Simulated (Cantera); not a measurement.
Input: 1 mol C2F6, 1.7 mol F2, 0.086 mol H2, at 34.0 Pa.

Equilibrium computed with Cantera from the NASA thermochemical tables; the gas is ideal and each condensed phase is pure. Candidate condensed phases: C, C6H6, C7H8, C8H18; 95 gas species. The feed counts by its element totals alone. Rates play no part.

Q: At 2725 K, list the 7 most abundant gas species with their mole fractions, and the condensed phases.

A: F 0.874, CF 0.0536, C3 0.0359, HF 0.0167, C 0.00834, CF2 0.00693, C2 0.00346. Condensed: C(graphite).
